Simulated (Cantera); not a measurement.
Input (Python, Cantera):

```python
import numpy as np
import cantera as ct

gas = ct.Solution("gri30.yaml")
gas.TPX = 1350, 920000, {'CH4': 0.011, 'O2': 0.025, 'N2': 1}
inlet = ct.Reservoir(gas, clone=True)

reactor = ct.IdealGasConstPressureReactor(gas, energy="off", clone=False)
exhaust = ct.Reservoir(gas, clone=True)
tau = [1.7, 0.74, 0.32, 0.14, 0.06, 0.026, 0.011, 0.0049, 0.0021, 0.00092, 0.0004][0]
for a, b in ((inlet, reactor), (reactor, exhaust)):
    ct.MassFlowController(a, b, mdot=lambda t: reactor.mass / tau)
net = ct.ReactorNet([reactor])
show = ['CH4', 'O2', 'C2H', 'CH2', 'CH2CO', 'NO', 'C2H4']

rows = []
print(f"{'tau/s':>10s}{'T/K':>9s}" + "".join(f"{s:>11s}" for s in show))
for tau in [1.7, 0.74, 0.32, 0.14, 0.06, 0.026, 0.011, 0.0049, 0.0021, 0.00092, 0.0004]:
    net.initial_time = 0.0
    net.advance(30 * tau)
    before = gas.X
    net.advance(40 * tau)
    drift = np.max(np.abs(gas.X - before) / (gas.X + 1e-9))
    rows.append([gas.T, *gas[show].X, drift])
    print(f"{tau:10.3e}{gas.T:9.1f}" + "".join(f"{x:11.3e}" for x in gas[show].X))
```

Output:

```
     tau/s      T/K        CH4         O2        C2H        CH2      CH2CO         NO       C2H4
 1.700e+00   1350.0  5.865e-06  2.934e-03  1.061e-12  1.206e-09  2.389e-08  2.299e-07  7.821e-08
 7.400e-01   1350.0  1.148e-05  2.975e-03  2.278e-12  2.439e-09  6.822e-08  2.895e-07  2.189e-07
 3.200e-01   1350.0  2.273e-05  3.057e-03  4.287e-12  4.734e-09  1.822e-07  3.440e-07  5.617e-07
 1.400e-01   1350.0  4.584e-05  3.226e-03  7.325e-12  8.594e-09  4.671e-07  3.570e-07  1.366e-06
 6.000e-02   1350.0  1.001e-04  3.612e-03  1.210e-11  1.441e-08  1.270e-06  3.039e-07  3.540e-06
 2.600e-02   1350.0  2.339e-04  4.493e-03  1.947e-11  2.070e-08  3.680e-06  1.936e-07  1.012e-05
 1.100e-02   1350.0  5.869e-04  6.406e-03  3.232e-11  2.516e-08  1.152e-05  8.009e-08  3.320e-05
 4.900e-03   1350.0  1.435e-03  9.675e-03  5.074e-11  2.499e-08  3.287e-05  2.211e-08  1.053e-04
 2.100e-03   1350.0  1.047e-02  2.405e-02  4.314e-16  1.521e-11  6.766e-08  2.330e-13  4.473e-06
 9.200e-04   1350.0  1.059e-02  2.411e-02  5.399e-18  4.324e-12  1.409e-09  3.329e-14  3.878e-07
 4.000e-04   1350.0  1.061e-02  2.413e-02  1.304e-19  1.457e-12  4.429e-11  7.502e-15  4.755e-08
```

Model: GRI-Mech 3.0 (53 species, 325 reactions), integrated in Cantera. The temperature is held fixed by assumption; the heat of reaction is taken as removed at once.
